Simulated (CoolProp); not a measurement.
A closed Brayton cycle with nitrogen: compressor inlet 317.15 K and 1.4 MPa, high pressure 4.75 MPa, turbine inlet 730 K, compressor efficiency 0.85, turbine efficiency 0.9, recuperator effectiveness 0.95 (on enthalpy, no pinch check). Each further row changes one setting.

Values from CoolProp's reference Helmholtz-energy equation of state, Span 2000.

```
case                           thermal efficiency (%)  net work (kJ/kg)  compressor to turbine work  compressor exit (K)  turbine exit (K)
-----------------------------  ----------------------  ----------------  --------------------------  -------------------  ----------------
as stated                                           …              41.6                        0.80                473.2             542.6
turbine inlet 680 K                              14.0              27.2                        0.86                473.2             504.0
compressor inlet 327.15 K                        17.4              36.3                        0.82                487.9             542.6
high pressure 4.04 MPa                              …              43.3                        0.76                    …             564.3
recuperator effectiveness 0.5                    17.1              41.6                        0.80                473.2             542.6
```

### Question
What belongs in the gaps?

### Answer

- as stated, thermal efficiency (%): 19.8
- high pressure 4.04 MPa, thermal efficiency (%): 22.9
- high pressure 4.04 MPa, compressor exit (K): 449.4
